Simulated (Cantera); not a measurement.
An adiabatic, constant-pressure homogeneous reactor starts with CH₄ : O₂ : N₂ = 1 : 0.952 : 9.05 (molar parts), at 1325 K and 1.70 bar. Integrator tolerance rtol = 1e-08.

Computed with Cantera and GRI-Mech 3.0 (53 species, 325 reactions).

**Question.** What does this change do: initial temperature 1325 to 1350 K?

**Answer.** 
```csv
quantity,before,after
time of steepest temperature rise,21.9 ms,16.0 ms
temperature at 0.400 s,1907 K,1931 K
equilibrium temperature,1907 K,1931 K
x(CH₄) at 0.400 s,5.90e-7 (gas-phase equilibrium 3.18e-10),4.37e-9 (gas-phase equilibrium 2.66e-10)
x(O₂) at 0.400 s,4.55e-9 (gas-phase equilibrium 4.57e-9),6.79e-9 (gas-phase equilibrium 6.81e-9)
x(C₂H) at 0.400 s,1.26e-12 (gas-phase equilibrium <1e-12),<1e-12 (gas-phase equilibrium <1e-12)
x(HCN) at 0.400 s,2.48e-6 (gas-phase equilibrium 1.20e-7),1.66e-6 (gas-phase equilibrium 1.19e-7)
x(HO₂) at 0.400 s,3.13e-12 (gas-phase equilibrium 3.14e-12),4.70e-12 (gas-phase equilibrium 4.71e-12)
x(NO₂) at 0.400 s,4.49e-12 (gas-phase equilibrium <1e-12),5.82e-12 (gas-phase equilibrium <1e-12)
x(H₂O₂) at 0.400 s,7.59e-12 (gas-phase equilibrium 7.63e-12),1.01e-11 (gas-phase equilibrium 1.02e-11)
```

**Question.** What does this change do: initial temperature 1325 to 1798 K?

**Answer.** 
| quantity | before | after |
|---|---|---|
| time of steepest temperature rise | 21.9 ms | 0.163 ms |
| temperature at 0.400 s | 1907 K | 2351 K |
| equilibrium temperature | 1907 K | 2351 K |
| x(CH₄) at 0.400 s | 5.90e-7 (gas-phase equilibrium 3.18e-10) | 1.89e-11 (gas-phase equilibrium 2.13e-11) |
| x(O₂) at 0.400 s | 4.55e-9 (gas-phase equilibrium 4.57e-9) | 2.04e-6 (gas-phase equilibrium 2.04e-6) |
| x(C₂H) at 0.400 s | 1.26e-12 (gas-phase equilibrium <1e-12) | <1e-12 (gas-phase equilibrium <1e-12) |
| x(HCN) at 0.400 s | 2.48e-6 (gas-phase equilibrium 1.20e-7) | 1.08e-7 (gas-phase equilibrium 1.08e-7) |
| x(HO₂) at 0.400 s | 3.13e-12 (gas-phase equilibrium 3.14e-12) | 1.53e-9 (gas-phase equilibrium 1.53e-9) |
| x(NO₂) at 0.400 s | 4.49e-12 (gas-phase equilibrium <1e-12) | 2.26e-10 (gas-phase equilibrium 2.26e-10) |
| x(H₂O₂) at 0.400 s | 7.59e-12 (gas-phase equilibrium 7.63e-12) | 6.15e-10 (gas-phase equilibrium 6.15e-10) |
